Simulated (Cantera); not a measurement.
**Diamond growth**

A diamond (100) surface in a fixed gas of H2 with x(CH4) = 0.012, x(H) = 0.0087, at 1275 K, 0.0110 bar; coverages are run to steady state.

Cantera simulation using the Harris–Goodwin 1993 mechanism for the reconstructed diamond (100) surface; the numbers are that mechanism's predictions, not measurements.

```
x(CH3)   growth (µm/h)  θ c6HH  θ c6H*  θ c6*H  θ c6**    θ c6HM
-------  -------------  ------  ------  ------  ------  --------
1e-06          0.00180   0.395  0.0465   0.518  0.0409   8.58e-7
2.8e-06        0.00503   0.395  0.0465   0.518  0.0409   2.40e-6
8e-06           0.0144   0.395  0.0465   0.518  0.0409   6.86e-6
2.3e-05         0.0413   0.395  0.0465   0.518  0.0409   1.97e-5
6.4e-05          0.115   0.395  0.0465   0.518  0.0409   5.49e-5
0.00018          0.322   0.395  0.0464   0.518  0.0407  0.000154
0.00052          0.923   0.394  0.0464   0.517  0.0403  0.000443
0.0015            2.60   0.394  0.0463   0.516  0.0393   0.00126
0.0041            6.71   0.392  0.0460   0.513  0.0367   0.00335
```
θ: site fractions in the mechanism's names (c6HH fully hydrogenated, c6H* and c6*H radical sites, c6** diradical, c6HM methylated).
